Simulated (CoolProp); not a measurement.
Ethanol along the isotherm 146.65 °C: Z from the reference equation and from simpler models built on Tc = 241.6 °C, pc = 6.268 MPa, ω = 0.644; each cubic takes its own stable root.

Values from CoolProp's reference Helmholtz-energy equation of state, Schroeder 2014.

```
p (MPa)   phase  reference
-------  ------  ---------
0.261       gas     0.9652
0.522       gas     0.9277
0.783       gas     0.8867
1.04     liquid    0.02096
1.31     liquid    0.02637
1.57     liquid    0.03158
1.83     liquid    0.03677
2.09     liquid    0.04195
2.35     liquid    0.04712
2.61     liquid    0.05229
2.87     liquid    0.05744
3.13     liquid    0.06258
```

**Question.** How far does each simpler model (van der Waals, Redlich-Kwong) lie from the reference over these 12 states: mean and median of the absolute difference, and the worst?

**Answer.** 
- van der Waals: mean 1432.4 %, median 1423.8 %, worst +4257.8 % at 146.65 °C and 1.04 MPa
- Redlich-Kwong: mean 836.0 %, median 36.4 %, worst +4146.7 % at 146.65 °C and 1.04 MPa

At some of these states van der Waals, Redlich-Kwong gives the other phase, because its saturation line lies elsewhere.
